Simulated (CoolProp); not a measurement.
Aqueous ammonia as a coolant, 23 % by mass, freezing at -47.0 °C, 1 atm.

Computed with CoolProp (Melinder's fits for secondary coolants).

```csv
T (°C),Prandtl number,viscosity (mPa s),density (kg/m³),cp (kJ/(kg K))
-12.3,35.7,3.45,928.3,4.253
-8.4,30.4,2.99,926.8,4.247
-4.5,26.0,2.61,925.1,4.242
-0.6,22.5,2.30,923.4,4.237
3.3,19.6,2.04,(withheld),4.233
7.2,17.2,1.81,919.8,4.229
11.1,15.2,1.63,917.8,4.226
15,13.4,1.46,915.8,4.222
18.9,11.9,1.32,913.7,4.219
22.8,(withheld),1.19,911.6,(withheld)
```

### Question
Fill in the missing entries.

### Answer

- 3.3, density (kg/m³): 921.6
- 22.8, Prandtl number: 10.6
- 22.8, cp (kJ/(kg K)): 4.216
